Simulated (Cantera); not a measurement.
Input (Python, Cantera):

```python
import numpy as np
import cantera as ct

gas = ct.Solution("gri30.yaml")


def delay(T, t_max=10):
    gas.TPX = T, 1000000, {'CO': 1, 'H2': 0.073, 'O2': 0.413, 'N2': 1.55, 'CO2': 0.47}
    reactor = ct.IdealGasConstPressureReactor(gas, clone=False)
    net = ct.ReactorNet([reactor])
    net.rtol, net.atol = 1e-8, 1e-16
    while net.time < t_max:
        t_old, T_old = net.time, reactor.T
        net.step()
        if reactor.T > T + 400:  # ignition: a rise of 400 K
            return t_old + (T + 400 - T_old) / (reactor.T - T_old) * (net.time - t_old)
    return np.nan


taus = []
for T in [1275, 1350, 1425, 1500, 1575]:
    taus.append(delay(T))
    print(f"T0 = {T:6g} K   tau = {taus[-1]:.4e} s")

# d ln(tau) / d ln(k), from doubling and halving each rate constant
T, sens = 1575, []
for i in range(gas.n_reactions):
    gas.set_multiplier(2.0, i)
    up = delay(T)
    gas.set_multiplier(0.5, i)
    down = delay(T)
    gas.set_multiplier(1.0, i)
    sens.append((np.log(up / down) / np.log(4.0), gas.reaction(i).equation))
sens.sort(key=lambda x: -abs(x[0]))
print(f"sensitivities at {T} K")
for s, eq in sens[:10]:
    print(f"{s:8.3f}  {eq}")
```

Output:

```
T0 =   1275 K   tau = 2.3662e-05 s
T0 =   1350 K   tau = 1.2668e-05 s
T0 =   1425 K   tau = 8.5933e-06 s
T0 =   1500 K   tau = 6.6344e-06 s
T0 =   1575 K   tau = 5.5486e-06 s
sensitivities at 1575 K
  -0.332  CO + OH <=> CO2 + H
  -0.327  H + O2 <=> O + OH
  -0.235  H2 + O <=> H + OH
  -0.042  CO + O (+M) <=> CO2 (+M)
  -0.038  CO + O2 <=> CO2 + O
  -0.032  CO + HO2 <=> CO2 + OH
  -0.030  H + HO2 <=> 2 OH
   0.018  HO2 + OH <=> H2O + O2
   0.014  H + O2 + M <=> HO2 + M
  -0.014  H + O2 + H2O <=> HO2 + H2O
```

Detailed kinetics in Cantera: GRI-Mech 3.0 (53 species, 325 reactions). The hydrogen kinetics of GRI-Mech 3.0 are dated; newer H2 mechanisms differ, most at raised pressure. Where the delays flatten at high temperature, the 400 K rule measures the pace of heat release, not the induction time.
